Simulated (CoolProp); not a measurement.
Saturation properties of ethane (Tc = 305.3 K, pc = 4.872 MPa, ω = 0.099).

Computed with CoolProp (reference Helmholtz-energy equation of state, Bücker 2006).

```json
[
 {"T (K)": "188", "p (MPa)": "…", "liquid density (kg/m³)": "539.5", "vapour density (kg/m³)": "2.430", "liquid cp (kJ/(kg K))": "…", "vapour viscosity (µPa s)": "6.00"},
 {"T (K)": "201", "p (MPa)": "0.2272", "liquid density (kg/m³)": "522.7", "vapour density (kg/m³)": "4.350", "liquid cp (kJ/(kg K))": "2.518", "vapour viscosity (µPa s)": "6.42"},
 {"T (K)": "214", "p (MPa)": "0.3916", "liquid density (kg/m³)": "…", "vapour density (kg/m³)": "7.256", "liquid cp (kJ/(kg K))": "2.600", "vapour viscosity (µPa s)": "…"},
 {"T (K)": "227", "p (MPa)": "0.6320", "liquid density (kg/m³)": "485.9", "vapour density (kg/m³)": "11.47", "liquid cp (kJ/(kg K))": "2.705", "vapour viscosity (µPa s)": "…"},
 {"T (K)": "240", "p (MPa)": "0.9668", "liquid density (kg/m³)": "465.3", "vapour density (kg/m³)": "17.43", "liquid cp (kJ/(kg K))": "2.847", "vapour viscosity (µPa s)": "7.88"},
 {"T (K)": "253", "p (MPa)": "1.416", "liquid density (kg/m³)": "442.6", "vapour density (kg/m³)": "…", "liquid cp (kJ/(kg K))": "…", "vapour viscosity (µPa s)": "8.49"},
 {"T (K)": "266", "p (MPa)": "2.000", "liquid density (kg/m³)": "416.6", "vapour density (kg/m³)": "37.52", "liquid cp (kJ/(kg K))": "3.356", "vapour viscosity (µPa s)": "9.25"},
 {"T (K)": "279", "p (MPa)": "2.742", "liquid density (kg/m³)": "385.4", "vapour density (kg/m³)": "54.72", "liquid cp (kJ/(kg K))": "3.922", "vapour viscosity (µPa s)": "10.3"},
 {"T (K)": "291.9", "p (MPa)": "3.665", "liquid density (kg/m³)": "344.1", "vapour density (kg/m³)": "82.42", "liquid cp (kJ/(kg K))": "5.437", "vapour viscosity (µPa s)": "11.9"}
]
```

Some entries are withheld; supply them.


- 188, p (MPa): 0.1215
- 188, liquid cp (kJ/(kg K)): 2.454
- 214, liquid density (kg/m³): 504.9
- 214, vapour viscosity (µPa s): 6.87
- 227, vapour viscosity (µPa s): 7.35
- 253, vapour density (kg/m³): 25.77
- 253, liquid cp (kJ/(kg K)): 3.047

It boils at 184.6 K under 1 atm.

Viscosity comes from a separate model (Friend 1991).
